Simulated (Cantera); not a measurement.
Cantera run:

```python
import numpy as np
import cantera as ct

gas_names = """
    B BH BH2 BH3 BN B2 H H2 N NH NH2 NH3 N2 N2H2 N2H4
""".split()
cond_names = """
    B(b) B(L) BN(s)
""".split()


# ... load() reads the species with a 1 bar reference pressure and builds the phases ...
atoms = {
    'borazine': {'B': 3, 'N': 3, 'H': 6},
    'N2': {'N': 2},
}
top_T = {'BN(s)': 3200}  # K; cautious upper limits of use, not melting points


# ... equilibrate(T, P, feed) seeds the gas with the atoms and calls Mixture.equilibrate('TP', solver="vcs", rtol=1e-11, max_steps=5000) ...
results = []
feed = {'borazine': 1, 'N2': 0.93}  # mol
T = 2300  # K
P = 15  # Pa
mix = equilibrate(T, P, feed)
results.append((T, P, feed, dict(zip(mix.species_names, mix.species_moles))))
x = sorted(zip(gas.X, gas.species_names), reverse=True)
print(f"T = {T:g} K  P = {P:g} Pa  gas = {mix.phase_moles(0):.4g} mol")
print("   x: " + "  ".join(f"{s} {v:.3e}" for v, s in x if v > 0.0001))
print("   condensed (mol): " + ("  ".join(f"{mix.phase(i).name} {mix.phase_moles(i):.4g}"
      for i in range(1, mix.n_phases) if mix.phase_moles(i) > 1e-12) or "none"))
```

Result:

```
T = 2300 K  P = 15 Pa  gas = 7.288 mol
   x: H 3.740e-01  N2 3.333e-01  H2 2.240e-01  B 6.760e-02  BH2 4.659e-04  BH 3.438e-04  BN 2.644e-04
   condensed (mol): B(b) 2.499
```

These are equilibrium values from Cantera (NASA tables, ideal gas, pure condensed phases), not measurements of a reactor. The feed counts by its element totals alone. The tables' values for BH2 are old estimates; treat these amounts as uncertain.
